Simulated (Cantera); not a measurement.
Cantera run:

```python
import numpy as np
import cantera as ct

gas_names = """
    B BH BH2 BH3 BN BO BO2 B2 B2O B2O2 B2O3 B3O3H3 H HBO HBO2 HNO HNO2 HNO3 HO2 H2 H2O H2O2 H3B3O6 N NH
    NH2 NH3 NH2OH NO NO2 NO3 N2 N2H2 N2H4 N2O O OH O2 O3
""".split()
cond_names = """
    B(b) B(L) BN(s) B2O3(L) B3O3H3(cr) H2O(s) H2O(L)
""".split()


# ... load() reads the species with a 1 bar reference pressure and builds the phases ...
atoms = {
    'B': {'B': 1},
    'H2O': {'H': 2, 'O': 1},
    'N2': {'N': 2},
}
top_T = {'BN(s)': 3200}  # K; cautious upper limits of use, not melting points


# ... equilibrate(T, P, feed) seeds the gas with the atoms and calls Mixture.equilibrate('TP', solver="vcs", rtol=1e-11, max_steps=5000) ...
results = []
feed = {'B': 1, 'H2O': 0.095, 'N2': 67}  # mol
P = 100000  # Pa
for T in [1350, 1425, 1500, 1575, 1650, 1725, 1800, 1875]:
    mix = equilibrate(T, P, feed)
    results.append((T, P, feed, dict(zip(mix.species_names, mix.species_moles))))

top = {s: max(r[3][s] / sum(r[3][g] for g in gas_names) for r in results) for s in gas_names}
cols = sorted((s for s in top if top[s] > 0.0001), key=lambda s: -top[s])[:8]
seen = [c for c in cond_names if any(r[3].get(c, 0) > 1e-12 for r in results)]
print("log10 of partial pressures in bar; condensed amounts in mol")
print(f"{'T/K':>10s}" + "".join(f"{s[:9]:>10s}" for s in cols + seen))
for T, P, feed, n in results:
    ng = sum(n[g] for g in gas_names)
    print(f"{T:10.4g}" + "".join(f"{np.log10(max(n[s] / ng * P / 1e5, 1e-99)):10.3f}" for s in cols)
          + "".join(f"{n.get(c, 0):10.4g}" for c in seen))
```

Result:

```
log10 of partial pressures in bar; condensed amounts in mol
       T/K        N2        H2      B2O3      HBO2       HBO     BN(s)   B2O3(L)
      1350    -0.001    -2.852    -6.153    -4.727    -6.360    0.9376   0.03052
      1425    -0.001    -2.856    -5.367    -4.395    -5.776     0.938   0.02931
      1500    -0.001    -2.863    -4.664    -4.101    -5.255    0.9388   0.02633
      1575    -0.001    -2.875    -4.031    -3.840    -4.788    0.9399   0.01839
      1650    -0.001    -2.892    -3.518    -3.648    -4.388    0.9408         0
      1725    -0.001    -2.888    -3.494    -3.759    -4.161    0.9384         0
      1800    -0.001    -2.888    -3.496    -3.878    -3.963    0.9354         0
      1875    -0.001    -2.892    -3.530    -4.012    -3.795    0.9313         0
```

Equilibrium computed with Cantera from the NASA thermochemical tables; the gas is ideal and each condensed phase is pure. N2 is the only nitrogen source here; it is nearly inert below about 1500 K, so the nitride shown seldom forms there in practice. Mutual solubility and eutectic melting of coexisting phases are not modelled.
